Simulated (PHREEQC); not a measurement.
A solution holds 9.5 mmol/kgw MgCl2, 8.4 mmol/kgw CO2 and 0.021 mmol/kgw H4SiO4, at 25 °C. Closed to the air; pH follows from the charge balance.

The numbers come from PHREEQC with the ion-association model, phreeqc.dat.

No solid was allowed to form.

Problem. What pH, specific conductance does the model give?

Solution. pH 4.20; specific conductance 2130 µS/cm.

Complexes and solids missing from the database can't appear.
